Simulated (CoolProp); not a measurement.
A simple Rankine cycle with n-heptane: condensing at 324.15 K, boiler at 0.755 MPa, turbine inlet 460.4 K, turbine efficiency 0.85, pump efficiency 0.6, no recuperator. Each further row changes one setting.

Values from CoolProp's reference Helmholtz-energy equation of state, Span 2003. It is a short technical equation, of lower accuracy than the large ones.

```
case                             thermal efficiency (%)  net work (kJ/kg)  heat in (kJ/kg)  turbine exit temperature (K)  volume ratio over the turbine
-------------------------------  ----------------------  ----------------  ---------------  ----------------------------  -----------------------------
as stated                                          16.7               ___              601                         401.8                           42.1
turbine inlet 480.4 K                              16.4               107              653                         423.1                            ___
condensing temperature 316.15 K                    17.7               ___              619                         397.3                           58.4
boiler pressure 0.528 MPa                          15.4               ___              612                           ___                           27.5
turbine efficiency 0.75                            14.7              88.5              601                           ___                           42.7
```

### Question
Fill in the missing entries.

### Answer

- as stated, net work (kJ/kg): 101
- turbine inlet 480.4 K, volume ratio over the turbine: 40.6
- condensing temperature 316.15 K, net work (kJ/kg): 110
- boiler pressure 0.528 MPa, net work (kJ/kg): 94.0
- boiler pressure 0.528 MPa, turbine exit temperature (K): 410.0
- turbine efficiency 0.75, turbine exit temperature (K): 407.4
